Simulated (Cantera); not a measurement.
# borazine + H₂O + N₂ + NH₃ (boron, boron nitride and boron oxide)

A closed system holds: 1 mol borazine, a varied amount of H₂O, 0.1 mol N₂, 12 mol NH₃, held at 1675 K and 1000 Pa.

Equilibrium computed with Cantera from the NASA thermochemical tables; the gas is ideal and each condensed phase is pure. Candidate condensed phases: B, BN, B₂O₃, B₃O₃H₃, H₂O; 39 gas species. The feed counts by its element totals alone. The numbers say what is thermodynamically allowed, not how fast it happens.

```json
[
 {"n(H₂O) (mol)": "0.3", "log p H₂": "-2.12", "log p N₂": "-2.65", "log p HBO": "-4.14", "log p B₂O₃": "-5.50", "log p HBO₂": "-5.07", "log p B₂O₂": "-5.48", "n BN(s)": "2.74"},
 {"n(H₂O) (mol)": "0.37", "log p H₂": "-2.12", "log p N₂": "-2.65", "log p HBO": "-4.08", "log p B₂O₃": "-5.31", "log p HBO₂": "-4.94", "log p B₂O₂": "-5.36", "n BN(s)": "2.68"},
 {"n(H₂O) (mol)": "0.46", "log p H₂": "-2.12", "log p N₂": "-2.65", "log p HBO": "-4.02", "log p B₂O₃": "-5.12", "log p HBO₂": "-4.82", "log p B₂O₂": "-5.23", "n BN(s)": "2.61"},
 {"n(H₂O) (mol)": "0.56", "log p H₂": "-2.12", "log p N₂": "-2.65", "log p HBO": "-3.97", "log p B₂O₃": "-4.96", "log p HBO₂": "-4.71", "log p B₂O₂": "-5.13", "n BN(s)": "2.53"},
 {"n(H₂O) (mol)": "0.69", "log p H₂": "-2.12", "log p N₂": "-2.65", "log p HBO": "-3.92", "log p B₂O₃": "-4.80", "log p HBO₂": "-4.60", "log p B₂O₂": "-5.02", "n BN(s)": "2.43"},
 {"n(H₂O) (mol)": "0.85", "log p H₂": "-2.12", "log p N₂": "-2.65", "log p HBO": "-3.87", "log p B₂O₃": "-4.65", "log p HBO₂": "-4.50", "log p B₂O₂": "-4.92", "n BN(s)": "2.31"},
 {"n(H₂O) (mol)": "1", "log p H₂": "-2.12", "log p N₂": "-2.65", "log p HBO": "-3.83", "log p B₂O₃": "-4.54", "log p HBO₂": "-4.43", "log p B₂O₂": "-4.84", "n BN(s)": "2.20"},
 {"n(H₂O) (mol)": "1.3", "log p H₂": "-2.13", "log p N₂": "-2.65", "log p HBO": "-3.77", "log p B₂O₃": "-4.36", "log p HBO₂": "-4.31", "log p B₂O₂": "-4.73", "n BN(s)": "1.98"},
 {"n(H₂O) (mol)": "1.6", "log p H₂": "-2.13", "log p N₂": "-2.65", "log p HBO": "-3.73", "log p B₂O₃": "-4.23", "log p HBO₂": "-4.23", "log p B₂O₂": "-4.64", "n BN(s)": "1.76"},
 {"n(H₂O) (mol)": "1.9", "log p H₂": "-2.13", "log p N₂": "-2.65", "log p HBO": "-3.70", "log p B₂O₃": "-4.13", "log p HBO₂": "-4.16", "log p B₂O₂": "-4.57", "n BN(s)": "1.55"}
]
```
log p: log10 of the partial pressure in bar; n: condensed amount in mol.

From 0.3 mol H₂O to 1.9 mol H₂O the condensed part is BN(s). The main B-bearing gas is HBO throughout. The share of B in condensed phases is highest at 0.3 mol H₂O (91.2 %) and lowest at 1.9 mol H₂O (51.5 %).
